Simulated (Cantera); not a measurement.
# Premixed flame

A freely propagating, adiabatic, planar premixed flame of 7.54 % CH₄, 2.94 % H₂, 18.8 % O₂, 70.7 % N₂, equivalence ratio 0.88, unburnt at 600 K and 7500 Torr; mixture-averaged transport, grid criteria slope 0.08 and curve 0.16, no radiation.

Detailed kinetics in Cantera: GRI-Mech 3.0 (53 species, 325 reactions). Burning velocities carry a grid error of a few per cent, more on coarse grids.

```
z (mm)   T (K)  u (m/s)     x CH₄      x H₂    x O₂    x C₂H₆   x C₂H₂       x O
-------  -----  -------  --------  --------  ------  --------  -------  --------
-0.182     601    0.582    0.0755    0.0283   0.188   4.43e-8    <1e-8     <1e-8
-0.121     608    0.588    0.0752    0.0265   0.188   9.70e-7  1.05e-7     <1e-8
-0.0909    627    0.606    0.0742    0.0247   0.187   4.87e-6  4.71e-7     <1e-8
-0.0606    717    0.693    0.0692    0.0214   0.181   3.91e-5  3.18e-6     <1e-8
-0.0303   1120     1.09    0.0469    0.0165   0.145  0.000342  2.41e-5   2.33e-6
-0.0151   1515     1.48    0.0247    0.0139   0.106  0.000482  5.73e-5   4.54e-5
0         1904     1.86   0.00484    0.0103  0.0630   5.48e-5  8.59e-5  0.000463
0.0151    2085     2.03  0.000201   0.00614  0.0405   1.07e-7  8.97e-6   0.00140
0.0303    2165     2.10   4.88e-6   0.00440  0.0333     <1e-8  2.05e-7   0.00148
0.0606    2247     2.16     <1e-8   0.00301  0.0286     <1e-8    <1e-8  0.000999
0.121     2306     2.21     <1e-8   0.00177  0.0258     <1e-8    <1e-8  0.000551
0.242     2333     2.24     <1e-8   0.00112  0.0245     <1e-8    <1e-8  0.000355
0.485     2339     2.24     <1e-8  0.000963  0.0242     <1e-8    <1e-8  0.000312
```
x: mole fraction of selected species; z is measured from the peak of heat release.

```
Property                     Result
------------------------  ---------
laminar burning velocity  58.2 cm/s
thermal thickness         0.0606 mm
peak x(C₂H₆)               0.000505
peak x(C₂H₂)                9.19e-5
peak x(O)                   0.00154
grid points                     135
```
